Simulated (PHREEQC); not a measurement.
Make-up at 25 °C: 3.6 mmol/kgw ZnCl2 and 62 mmol/kgw KCl. Closed to the air; pH follows from the charge balance.

Equilibrium calculation in PHREEQC: ion-association model, phreeqc.dat.

Each row changes one thing in this solution. Precipitation was switched off in this run.

```
case                                  pH  Zn+2 (mol/kgw)  ZnCl+ (mol/kgw)  ZnCl2 (mol/kgw)  ZnOHCl (mol/kgw)  ZnOH+ (mol/kgw)  SI of Sylvite (KCl)
----------------------------------  ----  --------------  ---------------  ---------------  ----------------  ---------------  -------------------
as made                             5.72         0.00333         0.000256          1.14e-5           1.28e-6          9.90e-7                -3.48
temperature from 25 to 55 °C        5.46         0.00286         0.000697          3.35e-5           5.69e-7          3.59e-6                -3.63
KCl from 0.062 to 0.0124 mol/kgw    5.75             ___         0.000103          1.56e-6           6.08e-7          1.40e-6                  ___
ZnCl2 from 0.0036 to 0.036 mol/kgw  5.22          0.0321          0.00358         0.000252           5.10e-6          2.44e-6                  ___
0.0053 mol/kgw CO2 added            4.27         0.00332         0.000256              ___           4.55e-8              ___                -3.48
```

Question: Fill in the missing entries.

Answer: 
- KCl from 0.062 to 0.0124 mol/kgw, Zn+2 (mol/kgw): 0.00349
- KCl from 0.062 to 0.0124 mol/kgw, SI of Sylvite (KCl): -4.65
- ZnCl2 from 0.0036 to 0.036 mol/kgw, SI of Sylvite (KCl): -3.27
- 0.0053 mol/kgw CO2 added, ZnCl2 (mol/kgw): 1.13e-5
- 0.0053 mol/kgw CO2 added, ZnOH+ (mol/kgw): 3.52e-8

At this temperature some constants are extrapolated from 25 °C, and those without enthalpy data are left unchanged.
